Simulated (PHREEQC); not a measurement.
Make-up at 25 °C: 0.07 mol/kgw NaH2PO4 and 0.25 mol/kgw HCl. Closed to the air; pH follows from the charge balance.

The numbers come from PHREEQC with the ion-association model, wateq4f.dat.

| quantity | before | after |
|---|---|---|
| pH | 0.84 | 4.40 |
| ionic strength (mol/kgw) | 0.254 | 0.320 |
| H3PO4 (mol/kgw) | 0.0656 | 0.000270 |
| H2PO4- (mol/kgw) | 0.00444 | 0.0694 |
| HPO4-2 (mol/kgw) | 5.07e-9 | 0.000310 |
| SI of Halite (NaCl) | -3.63 | -3.65 |

Task: Which change was made?
A) HCl replaced by RbCl at the same molality
B) NaH2PO4 from 0.07 to 0.014 mol/kgw
C) HCl from 0.25 to 1.25 mol/kgw
D) diluted 10-fold with water
E) HCl from 0.25 to 0.375 mol/kgw

Result: A, HCl replaced by RbCl at the same molality

Precipitation was switched off in this run. H3PO4, which wateq4f.dat lacks, is added to it with the constant of phreeqc.dat.
